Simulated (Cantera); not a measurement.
Charge: 1 mol AlN, 0.01 mol Cl2, held at 1523 K and 750 Torr.

Cantera equilibrium calculation (NASA polynomials, part measured and part estimated; ideal gas, pure solids and liquids). Candidate condensed phases: Al, AlCl3, AlN; 11 gas species. The tables' values for AlCl2 are old estimates; treat these amounts as uncertain. Equilibrium is a limit: real reactors are often held back by kinetics, nucleation or transport.

Base state: AlCl3 0.659, N2 0.333, AlCl2 0.00666, AlCl 0.000480, Al2Cl6 0.000435 (mole fractions); condensed: AlN(s).

What changes in the equilibrium state with this change: temperature from 1523 K to 1348.15 K?


| species | before | after |
|---|---|---|
| AlCl3 | 0.659 | 0.664 |
| N2 | 0.333 | 0.334 |
| Al2Cl6 | 0.000435 | 0.00133 |
| AlCl2 | 0.00666 | 0.000797 |
| AlCl | 0.000480 | 1.41e-5 |
| AlN(s), mol | 0.993 | 0.993 |
